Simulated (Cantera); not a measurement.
A perfectly stirred reactor is fed with 87.2 % CH4, 12.8 % N2, at 7900 Pa; it is held at 1498 K, and followed from long to short residence time.

Model: GRI-Mech 3.0 (53 species, 325 reactions), integrated in Cantera. GRI-Mech 3.0 stops at C3 and has no aromatics, soot or wall deposition, so with more carbon than oxygen in the feed, carbon stays in small species such as C2H2 where larger ones or solid carbon would form.

### Question
Predict: x(CH4) at τ = 7.50 s; x(C2H4) at τ = 7.50 s; x(CH3) at τ = 7.50 s; x(C2H6) at τ = 7.50 s; x(C2H) at τ = 7.50 s; x(CH4) at τ = 41.0 ms; x(C2H4) at τ = 41.0 ms; x(CH3) at τ = 41.0 ms; x(C2H6) at τ = 41.0 ms.

### Answer
| Property | Value |
|---|---|
| x(CH4) at τ = 7.50 s | 0.255 |
| x(C2H4) at τ = 7.50 s | 0.00306 |
| x(CH3) at τ = 7.50 s | 0.000235 |
| x(C2H6) at τ = 7.50 s | 7.90e-5 |
| x(C2H) at τ = 7.50 s | 1.39e-8 |
| x(CH4) at τ = 41.0 ms | 0.851 |
| x(C2H4) at τ = 41.0 ms | 0.00401 |
| x(CH3) at τ = 41.0 ms | 0.000684 |
| x(C2H6) at τ = 41.0 ms | 0.000822 |
